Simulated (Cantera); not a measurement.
Cantera run:

```python
import numpy as np
import cantera as ct

gas_names = """
    CL CL2 H HCL H2 Si SiCL SiCL2 SiCL3 SiCL4 SiH SiHCL3 SiH2 SiH2CL2 SiH3 SiH3CL SiH4 Si2 Si3
""".split()
cond_names = """
    Si(cr) Si(L)
""".split()


def load(file, names, dense=False):
    # The tables refer to 1 bar. Condensed volumes are neglected.
    table = {s.name: s for s in ct.Species.list_from_file(file)}
    out = []
    for n in names:
        d = dict(table[n].input_data)
        d["thermo"] = dict(d["thermo"], **{"reference-pressure": 1e5})
        if dense:
            d["equation-of-state"] = {"model": "constant-volume", "density": "1e6 g/cm^3"}
        out.append(ct.Species.from_dict(d))
    return out


gas = ct.Solution(thermo="ideal-gas", species=load("nasa_gas.yaml", gas_names))
cond = {s.name: ct.Solution(thermo="fixed-stoichiometry", species=[s], name=s.name)
        for s in load("nasa_condensed.yaml", cond_names, dense=True)}
atoms = {
    'SiCl4': {'Si': 1, 'CL': 4},
    'HCl': {'H': 1, 'CL': 1},
    'H2': {'H': 2},
}
top_T = {}  # K; cautious upper limits of use, not melting points


def equilibrate(T, P, feed):
    n = {}
    for name, mol in feed.items():
        for a, k in atoms[name].items():
            n[a] = n.get(a, 0.0) + k * mol
    gas.TPX = T, P, n
    mass = sum(n.values()) * gas.mean_molecular_weight
    gas.equilibrate("TP")
    valid = [c for c in cond.values() if c.min_temp <= T <= top_T.get(c.name, c.max_temp)]
    mix = ct.Mixture([(gas, mass / gas.mean_molecular_weight)] + [(c, 0.0) for c in valid])
    mix.T, mix.P = T, P
    mix.equilibrate("TP", solver="vcs", rtol=1e-11, max_steps=5000)
    return mix


results = []
feed = {'SiCl4': 1, 'HCl': 2, 'H2': 190}  # mol
P = 43000  # Pa
for T in [1348, 1448, 1548, 1648, 1748, 1848, 1948, 2048, 2148, 2248]:
    mix = equilibrate(T, P, feed)
    results.append((T, P, feed, dict(zip(mix.species_names, mix.species_moles))))
    x = sorted(zip(gas.X, gas.species_names), reverse=True)
    print(f"T = {T:g} K  P = {P:g} Pa  gas = {mix.phase_moles(0):.4g} mol")
    print("   x: " + "  ".join(f"{s} {v:.3e}" for v, s in x if v > 1e-05))
    print("   condensed (mol): " + ("  ".join(f"{mix.phase(i).name} {mix.phase_moles(i):.4g}"
          for i in range(1, mix.n_phases) if mix.phase_moles(i) > 1e-12) or "none"))
```

Output:

```
T = 1348 K  P = 43000 Pa  gas = 193.9 mol
   x: H2 9.724e-01  HCL 2.500e-02  SiCL2 1.803e-03  SiHCL3 3.053e-04  SiCL3 2.228e-04  SiCL4 1.383e-04  SiH2CL2 9.818e-05
   condensed (mol): Si(cr) 0.5003
T = 1448 K  P = 43000 Pa  gas = 194 mol
   x: H2 9.717e-01  HCL 2.583e-02  SiCL2 2.115e-03  SiCL3 1.281e-04  SiHCL3 9.173e-05  SiH2CL2 4.565e-05  SiCL4 2.851e-05  H 1.386e-05
   condensed (mol): Si(cr) 0.5313
T = 1548 K  P = 43000 Pa  gas = 194 mol
   x: H2 9.716e-01  HCL 2.593e-02  SiCL2 2.304e-03  SiCL3 7.343e-05  H 4.629e-05  SiHCL3 2.998e-05  SiH2CL2 2.235e-05
   condensed (mol): Si(cr) 0.5257
T = 1648 K  P = 43000 Pa  gas = 194 mol
   x: H2 9.715e-01  HCL 2.584e-02  SiCL2 2.441e-03  H 1.339e-04  SiCL3 4.408e-05  SiH2CL2 1.179e-05  SiHCL3 1.101e-05
   condensed (mol): Si(cr) 0.51
T = 1748 K  P = 43000 Pa  gas = 194 mol
   x: H2 9.711e-01  HCL 2.612e-02  SiCL2 2.341e-03  H 3.434e-04  SiCL3 2.600e-05  SiH2 1.993e-05
   condensed (mol): Si(L) 0.5316
T = 1848 K  P = 43000 Pa  gas = 194.1 mol
   x: H2 9.704e-01  HCL 2.660e-02  SiCL2 2.111e-03  H 7.965e-04  SiH2 4.037e-05  SiCL 1.695e-05  CL 1.659e-05  SiCL3 1.537e-05  Si 1.459e-05
   condensed (mol): Si(L) 0.57
T = 1948 K  P = 43000 Pa  gas = 194.2 mol
   x: H2 9.692e-01  HCL 2.697e-02  SiCL2 1.912e-03  H 1.696e-03  SiH2 7.594e-05  Si 5.402e-05  SiCL 3.730e-05  CL 3.539e-05  SiH 2.681e-05
   condensed (mol): Si(L) 0.5881
T = 2048 K  P = 43000 Pa  gas = 194.4 mol
   x: H2 9.671e-01  HCL 2.722e-02  H 3.358e-03  SiCL2 1.737e-03  Si 1.757e-04  SiH2 1.341e-04  SiCL 7.566e-05  CL 6.999e-05  SiH 6.888e-05
   condensed (mol): Si(L) 0.5712
T = 2148 K  P = 43000 Pa  gas = 194.8 mol
   x: H2 9.636e-01  HCL 2.736e-02  H 6.239e-03  SiCL2 1.580e-03  Si 5.115e-04  SiH2 2.238e-04  SiH 1.616e-04  SiCL 1.430e-04  CL 1.296e-04
   condensed (mol): Si(L) 0.4847
T = 2248 K  P = 43000 Pa  gas = 195.4 mol
   x: H2 9.577e-01  HCL 2.734e-02  H 1.096e-02  SiCL2 1.437e-03  Si 1.352e-03  SiH2 3.558e-04  SiH 3.504e-04  SiCL 2.539e-04  CL 2.266e-04  Si2 2.373e-05
   condensed (mol): Si(L) 0.2545
```

Cantera equilibrium calculation (NASA polynomials, part measured and part estimated; ideal gas, pure solids and liquids). The tables' values for SiCl, SiCl3 are old estimates; treat these amounts as uncertain. Gases not in the tables: Si2H6 and higher silanes.
